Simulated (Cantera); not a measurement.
**Hydrocarbon pyrolysis for carbon deposition**

An isothermal, constant-pressure homogeneous reactor starts with 47.6 % CH₄, 52.4 % N₂, at 2000 K and 0.0267 bar.

Computed with Cantera and GRI-Mech 3.0 (53 species, 325 reactions). GRI-Mech 3.0 stops at C3 and has no aromatics, soot or wall deposition, so with more carbon than oxygen in the feed, carbon stays in small species such as C2H2 where larger ones or solid carbon would form. Radical loss at walls, strong at low pressure, is not modelled.

```tsv
t (s)	x CH₄	x H	x C₂H	x HCN	x C₂H₂	x C₂H₄
2.00e-5	0.476	1.51e-5	<1e-12	<1e-12	1.49e-10	6.70e-8
5.79e-5	0.475	1.57e-5	<1e-12	4.36e-12	2.18e-8	3.07e-6
0.000168	0.471	2.12e-5	1.12e-10	7.00e-11	2.31e-6	9.83e-5
0.000485	0.457	7.14e-5	2.25e-8	1.81e-9	0.000209	0.00238
0.00140	0.341	0.000558	1.51e-6	1.24e-7	0.0157	0.0247
0.00406	0.118	0.00178	1.05e-5	1.96e-6	0.111	0.00670
0.0118	0.0349	0.00255	1.58e-5	6.78e-6	0.147	0.000612
0.0340	0.00743	0.00375	2.34e-5	1.75e-5	0.158	5.92e-5
0.0985	0.00102	0.00582	3.64e-5	4.15e-5	0.160	1.62e-5
0.285	0.000171	0.00688	4.31e-5	7.11e-5	0.161	1.38e-5
0.825	5.92e-5	0.00694	4.35e-5	9.56e-5	0.161	1.37e-5
2.39	4.77e-5	0.00694	4.35e-5	0.000135	0.161	1.37e-5
6.91	4.77e-5	0.00694	4.35e-5	0.000242	0.161	1.37e-5
20.0	4.79e-5	0.00694	4.34e-5	0.000543	0.160	1.37e-5
```
x: mole fraction; the columns are a selection and need not sum to one.

Equilibrium at this temperature and pressure: CH₄ 4.28e-5, H 0.00694, C₂H 2.75e-5, HCN 0.119, C₂H₂ 0.101, C₂H₄ 8.66e-6 (gas phase only).
